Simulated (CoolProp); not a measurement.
The numbers come from the reference Helmholtz-energy equation of state, Thol 2022 in CoolProp.

Q: Give the vapour pressure (bar), liquid density (kg/m³), vapour density (kg/m³), enthalpy of vaporisation (kJ/kg) of saturated vinyl chloride at 292.6, 309.1, 319 K.

A: 
```csv
T (K),p (bar),liquid density (kg/m³),vapour density (kg/m³),enthalpy of vaporisation (kJ/kg)
292.6,3.34,910,9.19,327
309.1,5.41,878,14.5,312
319,7.04,859,18.7,302
```
